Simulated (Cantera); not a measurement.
An adiabatic, constant-volume homogeneous reactor starts with CO : H2 : CH4 : O2 : N2 = 1 : 0.19 : 0.73 : 0.979 : 3.68 (molar parts), at 1575 K and 10.0 bar.

Computed with Cantera and GRI-Mech 3.0 (53 species, 325 reactions).

Question: Predict: time of steepest temperature rise; temperature at 1.00 s; equilibrium temperature; x(CO) at 1.00 s; x(H2) at 1.00 s; x(O2) at 1.00 s; x(H2O) at 1.00 s.

Answer: 
- time of steepest temperature rise = 59.3 µs
- temperature at 1.00 s = 2989 K
- equilibrium temperature = 2989 K
- x(CO) at 1.00 s = 0.205 (gas-phase equilibrium 0.205)
- x(H2) at 1.00 s = 0.0955 (gas-phase equilibrium 0.0955)
- x(O2) at 1.00 s = 0.000167 (gas-phase equilibrium 0.000167)
- x(H2O) at 1.00 s = 0.129 (gas-phase equilibrium 0.129)
